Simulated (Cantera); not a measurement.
Transport properties of process gases

Gas mixture: CH3OH = 0.28 (molar parts), at 100.0 Torr, frozen composition.

Cantera's kinetic-theory transport with the Lennard-Jones parameters of GRI-Mech 3.0, ideal gas; thermal conductivity in the multicomponent form. Polar gases are described roughly by these parameters. The composition is frozen, though it would react at the higher temperatures.

```json
[
 {"T (K)": "400", "ρ (kg/m³)": "0.128", "cp (J/kg/K)": "1604", "μ (µPa s)": "13.1", "λ (mW/m/K)": "28.1", "Pr": "0.748", "D (cm²/s) H2": "8.03", "D (cm²/s) NO": "1.98", "D (cm²/s) OH": "3.12"},
 {"T (K)": "550", "ρ (kg/m³)": "0.0934", "cp (J/kg/K)": "1983", "μ (µPa s)": "18.1", "λ (mW/m/K)": "47.9", "Pr": "0.749", "D (cm²/s) H2": "14.0", "D (cm²/s) NO": "3.54", "D (cm²/s) OH": "5.56"},
 {"T (K)": "700", "ρ (kg/m³)": "0.0734", "cp (J/kg/K)": "2314", "μ (µPa s)": "22.8", "λ (mW/m/K)": "70.3", "Pr": "0.750", "D (cm²/s) H2": "21.2", "D (cm²/s) NO": "5.43", "D (cm²/s) OH": "8.49"},
 {"T (K)": "850", "ρ (kg/m³)": "0.0604", "cp (J/kg/K)": "2568", "μ (µPa s)": "27.2", "λ (mW/m/K)": "93.0", "Pr": "0.751", "D (cm²/s) H2": "29.4", "D (cm²/s) NO": "7.62", "D (cm²/s) OH": "11.9"},
 {"T (K)": "1000", "ρ (kg/m³)": "0.0514", "cp (J/kg/K)": "2798", "μ (µPa s)": "31.3", "λ (mW/m/K)": "117", "Pr": "0.751", "D (cm²/s) H2": "38.7", "D (cm²/s) NO": "10.1", "D (cm²/s) OH": "15.7"},
 {"T (K)": "1150", "ρ (kg/m³)": "0.0447", "cp (J/kg/K)": "2978", "μ (µPa s)": "35.2", "λ (mW/m/K)": "139", "Pr": "0.751", "D (cm²/s) H2": "48.9", "D (cm²/s) NO": "12.8", "D (cm²/s) OH": "19.9"},
 {"T (K)": "1300", "ρ (kg/m³)": "0.0395", "cp (J/kg/K)": "3128", "μ (µPa s)": "38.8", "λ (mW/m/K)": "161", "Pr": "0.751", "D (cm²/s) H2": "60.1", "D (cm²/s) NO": "15.8", "D (cm²/s) OH": "24.5"}
]
```
D: mixture-averaged diffusion coefficient of that species in the mixture.
